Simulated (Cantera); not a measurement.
Input (Python, Cantera):

```python
import numpy as np
import cantera as ct

gas = ct.Solution("gri30.yaml")
gas.TPX = 473, 500000, {'CH4': 1, 'O2': 2.25, 'N2': 8.45, 'H2O': 3.1}
inlet = ct.Reservoir(gas, clone=True)
gas.equilibrate("HP")  # start burning
reactor = ct.IdealGasConstPressureReactor(gas, energy="on", clone=False)
exhaust = ct.Reservoir(gas, clone=True)
tau = [0.22, 0.086, 0.034, 0.013, 0.0053, 0.0021, 0.00084, 0.00033, 0.00013, 5.2e-05, 2.1e-05][0]
for a, b in ((inlet, reactor), (reactor, exhaust)):
    ct.MassFlowController(a, b, mdot=lambda t: reactor.mass / tau)
net = ct.ReactorNet([reactor])
show = ['CH4', 'O2', 'H2O', 'OH', 'C2H4']

rows = []
print(f"{'tau/s':>10s}{'T/K':>9s}" + "".join(f"{s:>11s}" for s in show))
for tau in [0.22, 0.086, 0.034, 0.013, 0.0053, 0.0021, 0.00084, 0.00033, 0.00013, 5.2e-05, 2.1e-05]:
    net.initial_time = 0.0
    net.advance(30 * tau)
    before = gas.X
    net.advance(40 * tau)
    drift = np.max(np.abs(gas.X - before) / (gas.X + 1e-9))
    rows.append([gas.T, *gas[show].X, drift])
    print(f"{tau:10.3e}{gas.T:9.1f}" + "".join(f"{x:11.3e}" for x in gas[show].X))
```

Result:

```
     tau/s      T/K        CH4         O2        H2O         OH       C2H4
 2.200e-01   1884.3  2.900e-06  1.684e-02  3.439e-01  8.030e-04  3.749e-10
 8.600e-02   1883.1  6.507e-06  1.691e-02  3.437e-01  8.731e-04  1.901e-09
 3.400e-02   1880.6  1.339e-05  1.703e-02  3.435e-01  9.976e-04  8.013e-09
 1.300e-02   1875.7  2.666e-05  1.729e-02  3.430e-01  1.195e-03  3.037e-08
 5.300e-03   1867.8  4.984e-05  1.776e-02  3.422e-01  1.435e-03  9.599e-08
 2.100e-03   1853.9  9.712e-05  1.865e-02  3.409e-01  1.711e-03  3.046e-07
 8.400e-04   1830.1  2.014e-04  2.033e-02  3.389e-01  1.935e-03  1.011e-06
 3.300e-04   1781.3  5.378e-04  2.420e-02  3.353e-01  1.802e-03  5.183e-06
 1.300e-04    473.0  6.757e-02  1.520e-01  2.095e-01  4.033e-26  2.214e-17
 5.200e-05    473.0  6.757e-02  1.520e-01  2.095e-01  9.387e-28  4.902e-19
 2.100e-05    473.0  6.757e-02  1.520e-01  2.095e-01  1.494e-29  3.092e-21
```

Cantera simulation using GRI-Mech 3.0 (53 species, 325 reactions); the numbers are that mechanism's predictions, not measurements.
